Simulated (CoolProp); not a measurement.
Model: reference Helmholtz-energy equation of state, Lemmon 2000, in CoolProp. It is a pseudo-pure fit of the blend.

Question: For dry air, give the phase and the density (kg/m³), speed of sound (m/s), Prandtl number at 161.8 K and 5.41 MPa.

Answer: 
- 161.8 K and 5.41 MPa: supercritical; density 164, speed of sound 234, Prandtl number 1.18

Viscosity comes from a separate model (Lemmon 2004). Thermal conductivity comes from a separate model (Lemmon 2004).
